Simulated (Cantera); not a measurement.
Input (Python, Cantera) and output of one run.

```python
import numpy as np
import cantera as ct

gas_names = """
    C CO CO2 C2 C2O C3 C3O2 C4 C5 Fe FeC5O5 FeO O O2 O3
""".split()
cond_names = """
    C(gr) Fe(a) Fe(c) Fe(d) Fe(L) FeC5O5(L) FeO(s) FeO(L) Fe2O3(s) Fe3O4(s)
""".split()


# ... load() reads the species with a 1 bar reference pressure and builds the phases ...
atoms = {
    'Fe3O4': {'Fe': 3, 'O': 4},
    'CO': {'C': 1, 'O': 1},
}
top_T = {'C(gr)': 4500, 'Fe2O3(s)': 1830, 'Fe3O4(s)': 1870}  # K; cautious upper limits of use, not melting points


# ... equilibrate(T, P, feed) seeds the gas with the atoms and calls Mixture.equilibrate('TP', solver="vcs", rtol=1e-11, max_steps=5000) ...
results = []
T = 2550  # K
P = 133.322  # Pa
for m in [1.8, 2.4, 3.2, 4.2, 5.6, 7.5, 10, 13, 18]:
    feed = {'Fe3O4': 1, 'CO': m}  # mol
    mix = equilibrate(T, P, feed)
    results.append((T, P, feed, dict(zip(mix.species_names, mix.species_moles))))
    x = sorted(zip(gas.X, gas.species_names), reverse=True)
    print(f"T = {T:g} K  P = {P:g} Pa  n(CO) = {m:g} mol  gas = {mix.phase_moles(0):.4g} mol")
    print("   x: " + "  ".join(f"{s} {v:.3e}" for v, s in x if v > 1e-06))
    print("   condensed (mol): " + ("  ".join(f"{mix.phase(i).name} {mix.phase_moles(i):.4g}"
          for i in range(1, mix.n_phases) if mix.phase_moles(i) > 1e-12) or "none"))
```

It prints:

```
T = 2550 K  P = 133.322 Pa  n(CO) = 1.8 mol  gas = 7.136 mol
   x: Fe 3.821e-01  CO 1.963e-01  O 1.884e-01  O2 1.390e-01  CO2 5.592e-02  FeO 3.833e-02
   condensed (mol): none
T = 2550 K  P = 133.322 Pa  n(CO) = 2.4 mol  gas = 7.698 mol
   x: Fe 3.562e-01  CO 2.461e-01  O 1.765e-01  O2 1.220e-01  CO2 6.568e-02  FeO 3.349e-02
   condensed (mol): none
T = 2550 K  P = 133.322 Pa  n(CO) = 3.2 mol  gas = 8.452 mol
   x: Fe 3.266e-01  CO 3.038e-01  O 1.627e-01  O2 1.037e-01  CO2 7.476e-02  FeO 2.831e-02
   condensed (mol): none
T = 2550 K  P = 133.322 Pa  n(CO) = 4.2 mol  gas = 9.403 mol
   x: CO 3.649e-01  Fe 2.957e-01  O 1.482e-01  O2 8.603e-02  CO2 8.178e-02  FeO 2.334e-02
   condensed (mol): none
T = 2550 K  P = 133.322 Pa  n(CO) = 5.6 mol  gas = 10.74 mol
   x: CO 4.347e-01  Fe 2.609e-01  O 1.317e-01  CO2 8.654e-02  O2 6.789e-02  FeO 1.830e-02
   condensed (mol): none
T = 2550 K  P = 133.322 Pa  n(CO) = 7.5 mol  gas = 12.58 mol
   x: CO 5.084e-01  Fe 2.248e-01  O 1.142e-01  CO2 8.781e-02  O2 5.111e-02  FeO 1.368e-02
   condensed (mol): none
T = 2550 K  P = 133.322 Pa  n(CO) = 10 mol  gas = 15.02 mol
   x: CO 5.806e-01  Fe 1.900e-01  O 9.721e-02  CO2 8.534e-02  O2 3.700e-02  FeO 9.834e-03
   condensed (mol): none
T = 2550 K  P = 133.322 Pa  n(CO) = 13 mol  gas = 17.96 mol
   x: CO 6.438e-01  Fe 1.600e-01  O 8.239e-02  CO2 8.019e-02  O2 2.658e-02  FeO 7.022e-03
   condensed (mol): none
T = 2550 K  P = 133.322 Pa  n(CO) = 18 mol  gas = 22.89 mol
   x: CO 7.155e-01  Fe 1.266e-01  CO2 7.099e-02  O 6.562e-02  O2 1.686e-02  FeO 4.426e-03
   condensed (mol): none
```

Cantera equilibrium calculation (NASA polynomials, part measured and part estimated; ideal gas, pure solids and liquids).
